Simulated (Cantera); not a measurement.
**Thermodynamics of silicon carbide growth, feed CH3SiCl3 + HCl + H2**

Input: 1 mol CH3SiCl3, 0.19 mol HCl, 4.9 mol H2, held at 5.40 mbar.

Method: chemical equilibrium by Gibbs-energy minimisation in Cantera with the NASA 1993 tables (ideal gas, pure condensed phases). Candidate condensed phases: C, C6H6, C7H8, C8H18, Si, SiC; 109 gas species. The feed counts by its element totals alone. The tables' values for SiCl, SiCl3 are old estimates; treat these amounts as uncertain. The numbers say what is thermodynamically allowed, not how fast it happens.

```tsv
T (K)	x H2	x HCl	x H	x SiCl2	x Cl	n C(graphite)	n SiC(s)
1723	0.617	0.367	0.00195	0.0126	0.000897	0.104	0.895
1773	0.618	0.362	0.00304	0.0145	0.00137	0.119	0.880
1823	0.619	0.357	0.00464	0.0165	0.00204	0.134	0.863
1873	0.619	0.351	0.00691	0.0186	0.00297	0.151	0.846
1923	0.619	0.345	0.0101	0.0206	0.00423	0.168	0.828
1973	0.618	0.338	0.0144	0.0227	0.00590	0.185	0.808
2023	0.615	0.330	0.0203	0.0246	0.00808	0.204	0.786
2073	0.611	0.321	0.0280	0.0264	0.0109	0.225	0.761
```
x: gas mole fraction; n: condensed amount in mol.

From 1723 K to 2073 K the condensed part is C(graphite) + SiC(s). The main Si-bearing gas is SiCl2 throughout. The share of Si in condensed phases is highest at 1723 K (89.5 %) and lowest at 2073 K (76.1 %).
